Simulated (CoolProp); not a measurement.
Model: reference Helmholtz-energy equation of state, Wagner 2002, in CoolProp.

### Question
For water, give the phase and the cp (kJ/(kg K)), cv (kJ/(kg K)), Prandtl number at 871.1 K and 3.84 MPa.

### Answer
- 871.1 K and 3.84 MPa: gas; cp 2.29, cv 1.77, Prandtl number 0.917

Viscosity comes from a separate model (Huber 2009). Thermal conductivity comes from a separate model (Huber 2012).
